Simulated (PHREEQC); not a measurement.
Solution (25 °C): 0.006 mol/kgw H2SO4, 9.1e-07 mol/kgw H4SiO4 and 0.016 mol/kgw CO2. Closed to the air; pH follows from the charge balance.

All values are PHREEQC results (ion-association model, phreeqc.dat), not measurements.

No solid was allowed to form.

Problem. Estimate the pH.

Solution. pH 2.06.

Problem. In which forms is S present?

Solution. SO4-2 62 %, HSO4- 38 % of the S.
